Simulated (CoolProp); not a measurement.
Vapour-liquid equilibrium of CH2F2 (R32) (1) + R227EA (2) at 4.88 bar; x and y are mole fractions of (1).

The numbers come from the multi-fluid Helmholtz-energy mixture model, Tillner-Roth 1997 and Lemmon 2016; pair parameters Bell 2016 in CoolProp.

```tsv
x	bubble temperature, mixture model (K)	bubble temperature, Raoult's law (K)	y, mixture model	y, Raoult's law
0.05	?	296.3	0.150	0.165
0.15	288.1	289.1	0.390	0.405
0.25	281.4	283.3	0.559	0.569
0.35	275.9	278.3	0.676	0.686
0.45	271.6	274.1	?	0.772
0.55	268.2	270.4	0.817	0.838
0.65	265.4	267.1	0.864	0.889
0.75	263.1	264.2	?	0.929
0.85	261.0	261.6	0.941	0.962
0.95	259.1	259.2	0.980	0.988
```

Task: What belongs in the gaps?

Result: 
- 0.05, bubble temperature, mixture model (K): 296.1
- 0.45, y, mixture model: 0.757
- 0.75, y, mixture model: 0.904

The largest gap from Raoult's law is -2.5 K in bubble temperature, at x = 0.45. No azeotrope shows between x = 0.05 and 0.95.

The pair parameters rest on a limited set of measurements; away from them the model extrapolates.
